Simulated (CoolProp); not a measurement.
Vapour-liquid equilibrium of acetone (1) + benzene (2) at 0.618 bar; x and y are mole fractions of (1).

Values from CoolProp's multi-fluid Helmholtz-energy mixture model, Lemmon 2006 and Thol 2012; pair parameters Bell 2016.

```tsv
x	bubble temperature, mixture model (K)	bubble temperature, Raoult's law (K)	y, mixture model	y, Raoult's law
0.05	335.1	336.3	0.136	0.104
0.125	331.7	333.9	0.289	0.240
0.2	329.0	331.7	0.402	0.357
0.275	326.8	329.7	0.491	0.458
0.35	324.9	327.8	0.565	0.547
0.425	323.3	326.0	0.628	0.624
0.5	322.0	324.4	0.685	0.693
0.575	?	322.8	0.736	0.754
0.65	319.6	321.4	?	0.808
0.725	318.6	320.0	?	0.857
0.8	317.7	318.7	0.877	0.901
0.875	316.8	317.4	0.923	0.941
0.95	?	316.2	0.969	0.978
```

**Question.** What belongs in the gaps?

**Answer.** 
- 0.575, bubble temperature, mixture model (K): 320.7
- 0.65, y, mixture model: 0.785
- 0.725, y, mixture model: 0.831
- 0.95, bubble temperature, mixture model (K): 316.0

The largest gap from Raoult's law is -2.9 K in bubble temperature, at x = 0.275. No azeotrope shows between x = 0.05 and 0.95.

Pair parameters are fitted to limited data, so mixtures are less certain than the pure fluids.
